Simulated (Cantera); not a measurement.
Input (Python, Cantera) and output of one run.

```python
import numpy as np
import cantera as ct

gas_names = """
    CL CL2 Fe FeCL FeCL2 FeCL3 Fe2CL4 Fe2CL6 H HCL H2
""".split()
cond_names = """
    Fe(a) Fe(c) Fe(d) Fe(L) FeCL2(s) FeCL2(L) FeCL3(s) FeCL3(L)
""".split()


def load(file, names, dense=False):
    # The tables refer to 1 bar. Condensed volumes are neglected.
    table = {s.name: s for s in ct.Species.list_from_file(file)}
    out = []
    for n in names:
        d = dict(table[n].input_data)
        d["thermo"] = dict(d["thermo"], **{"reference-pressure": 1e5})
        if dense:
            d["equation-of-state"] = {"model": "constant-volume", "density": "1e6 g/cm^3"}
        out.append(ct.Species.from_dict(d))
    return out


gas = ct.Solution(thermo="ideal-gas", species=load("nasa_gas.yaml", gas_names))
cond = {s.name: ct.Solution(thermo="fixed-stoichiometry", species=[s], name=s.name)
        for s in load("nasa_condensed.yaml", cond_names, dense=True)}
atoms = {
    'FeCl3': {'Fe': 1, 'CL': 3},
    'H2': {'H': 2},
    'HCl': {'H': 1, 'CL': 1},
}
top_T = {}  # K; cautious upper limits of use, not melting points


def equilibrate(T, P, feed):
    n = {}
    for name, mol in feed.items():
        for a, k in atoms[name].items():
            n[a] = n.get(a, 0.0) + k * mol
    gas.TPX = T, P, n
    mass = sum(n.values()) * gas.mean_molecular_weight
    gas.equilibrate("TP")
    valid = [c for c in cond.values() if c.min_temp <= T <= top_T.get(c.name, c.max_temp)]
    mix = ct.Mixture([(gas, mass / gas.mean_molecular_weight)] + [(c, 0.0) for c in valid])
    mix.T, mix.P = T, P
    mix.equilibrate("TP", solver="vcs", rtol=1e-11, max_steps=5000)
    return mix


results = []
feed = {'FeCl3': 1, 'H2': 1.7, 'HCl': 0.73}  # mol
P = 29000  # Pa
for T in [1073, 1173, 1273, 1373, 1473, 1573, 1673, 1773, 1873, 1973, 2073, 2173]:
    mix = equilibrate(T, P, feed)
    results.append((T, P, feed, dict(zip(mix.species_names, mix.species_moles))))

top = {s: max(r[3][s] / sum(r[3][g] for g in gas_names) for r in results) for s in gas_names}
cols = sorted((s for s in top if top[s] > 1e-06), key=lambda s: -top[s])[:7]
seen = [c for c in cond_names if any(r[3].get(c, 0) > 1e-12 for r in results)]
print("log10 of partial pressures in bar; condensed amounts in mol")
print(f"{'T/K':>10s}" + "".join(f"{s[:9]:>10s}" for s in cols + seen))
for T, P, feed, n in results:
    ng = sum(n[g] for g in gas_names)
    print(f"{T:10.4g}" + "".join(f"{np.log10(max(n[s] / ng * P / 1e5, 1e-99)):10.3f}" for s in cols)
          + "".join(f"{n.get(c, 0):10.4g}" for c in seen))
```

It prints:

```
log10 of partial pressures in bar; condensed amounts in mol
       T/K       HCL        H2     FeCL2    Fe2CL4        CL         H        Fe     Fe(a)
      1073    -0.858    -1.055    -1.276    -2.002    -8.227    -8.381   -12.382    0.0446
      1173    -0.884    -1.050    -1.179    -2.399    -7.346    -7.453   -10.707  0.008508
      1273    -0.892    -1.051    -1.148    -2.829    -6.584    -6.672    -9.380         0
      1373    -0.893    -1.052    -1.138    -3.230    -5.926    -6.003    -8.277         0
      1473    -0.894    -1.052    -1.135    -3.585    -5.357    -5.424    -7.332         0
      1573    -0.894    -1.053    -1.133    -3.896    -4.858    -4.917    -6.509         0
      1673    -0.894    -1.053    -1.133    -4.170    -4.419    -4.470    -5.787         0
      1773    -0.894    -1.053    -1.133    -4.413    -4.028    -4.072    -5.148         0
      1873    -0.895    -1.053    -1.133    -4.630    -3.679    -3.717    -4.578         0
      1973    -0.896    -1.054    -1.134    -4.825    -3.365    -3.397    -4.066         0
      2073    -0.897    -1.056    -1.135    -5.003    -3.081    -3.108    -3.607         0
      2173    -0.898    -1.059    -1.140    -5.169    -2.821    -2.846    -3.194         0
```

These are equilibrium values from Cantera (NASA tables, ideal gas, pure condensed phases), not measurements of a reactor.
